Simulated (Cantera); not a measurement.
# Si + N₂O + N₂ + H₂O (thermal oxidation and active oxidation of silicon)

Charge: 1 mol Si, 0.09 mol N₂O, 1.7 mol N₂, 0.019 mol H₂O, held at 1002 °C and 420000 Pa.

Equilibrium computed with Cantera from the NASA thermochemical tables; the gas is ideal and each condensed phase is pure. Candidate condensed phases: H₂O, Si, SiO₂, Si₂N₂O, Si₃N₄; 35 gas species. Mutual solubility and eutectic melting of coexisting phases are not modelled. Kinetics and transport are ignored.

```json
{
 "x(N₂)": "0.984",
 "x(H₂)": "0.0161",
 "x(NH₃)": "1.17e-6",
 "n(Si₂N₂O(s))": "0.109 mol",
 "n(Si₃N₄(s))": "0.261 mol",
 "gas_amount": "1.179 mol",
 "log10 activity of Si(s) (absent)": "-4.81"
}
```
